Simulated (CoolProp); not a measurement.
Vapour pressure (MPa) of n-butane: the reference equation beside estimates from Tc = 425.1 K, pc = 3.796 MPa, ω = 0.201. Clausius-Clapeyron is anchored at 307.1 K with a constant enthalpy of vaporisation of 20.46 kJ/mol.

Computed with CoolProp (reference Helmholtz-energy equation of state, Bücker 2006).

```csv
T (K),reference,Lee-Kesler,Clausius-Clapeyron,van der Waals,Redlich-Kwong,Soave-Redlich-Kwong,Peng-Robinson
303.7,0.2881,0.2887,0.2912,0.8434,0.3931,0.2886,0.2871
307.1,0.3185,0.3194,0.3185,0.8917,0.4305,0.3194,0.3174
310.4,0.3503,0.3516,0.3468,0.9403,0.4691,0.3516,0.3491
313.8,0.3854,0.3871,0.3779,0.9921,0.5114,0.3873,0.3843
317.2,0.4231,0.4253,0.4111,1.046,0.5563,0.4257,0.4220
320.6,0.4636,0.4661,0.4464,1.101,0.6039,0.4668,0.4625
324,0.5068,0.5098,0.4838,1.158,0.6544,0.5109,0.5058
327.4,0.5530,0.5565,0.5235,1.217,0.7077,0.5580,0.5521
330.8,0.6023,0.6062,0.5656,1.278,0.7639,0.6082,0.6016
```

Absolute difference from the reference over all 9 rows, mean and median: Lee-Kesler 0.5 and 0.5 %, Clausius-Clapeyron 2.9 and 2.8 %, van der Waals 149.3 and 147.2 %, Redlich-Kwong 31.5 and 31.5 %, Soave-Redlich-Kwong 0.6 and 0.6 %, Peng-Robinson 0.3 and 0.3 %.
